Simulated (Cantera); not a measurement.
## Equilibrium for nitride etching: BN + H2 + N2 + O2

Charge: 1 mol BN, 2.9 mol H2, 0.88 mol N2, 0.1 mol O2, held at 100 Torr.

Cantera equilibrium calculation (NASA polynomials, part measured and part estimated; ideal gas, pure solids and liquids). Candidate condensed phases: B, BN, B2O3, B3O3H3, H2O; 39 gas species. Mutual solubility and eutectic melting of coexisting phases are not modelled. Gases not in the tables: H3BO3. The numbers say what is thermodynamically allowed, not how fast it happens.

From 823 K to 1573 K the condensed part is BN(s) + B2O3(l). At 1723 K the condensed part is BN(s).

| T (K) | x H2 | x N2 | x HBO2 | x HBO | x B2O3 | x H2O | x B2O2 | x H | n BN(s) | n B2O3(l) |
|---|---|---|---|---|---|---|---|---|---|---|
| 823 | 0.752 | 0.245 | 3.73e-8 | 2.76e-12 | <1e-12 | 0.00243 | <1e-12 | 1.74e-11 | 0.873 | 0.0635 |
| 973 | 0.752 | 0.245 | 1.95e-6 | 2.12e-9 | 6.65e-12 | 0.00236 | <1e-12 | 2.57e-9 | 0.873 | 0.0636 |
| 1123 | 0.752 | 0.246 | 3.31e-5 | 2.65e-7 | 4.64e-9 | 0.00222 | 2.77e-12 | 1.01e-7 | 0.872 | 0.0637 |
| 1273 | 0.752 | 0.246 | 0.000276 | 1.03e-5 | 6.51e-7 | 0.00207 | 2.19e-9 | 1.69e-6 | 0.872 | 0.0633 |
| 1423 | 0.751 | 0.245 | 0.00142 | 0.000182 | 3.08e-5 | 0.00193 | 4.09e-7 | 1.58e-5 | 0.873 | 0.0602 |
| 1573 | 0.746 | 0.244 | 0.00521 | 0.00182 | 0.000673 | 0.00180 | 2.73e-5 | 9.62e-5 | 0.876 | 0.0459 |
| 1723 | 0.729 | 0.242 | 0.0110 | 0.0103 | 0.00536 | 0.00142 | 0.000637 | 0.000426 | 0.869 | 0 |
x: gas mole fraction; n: condensed amount in mol.
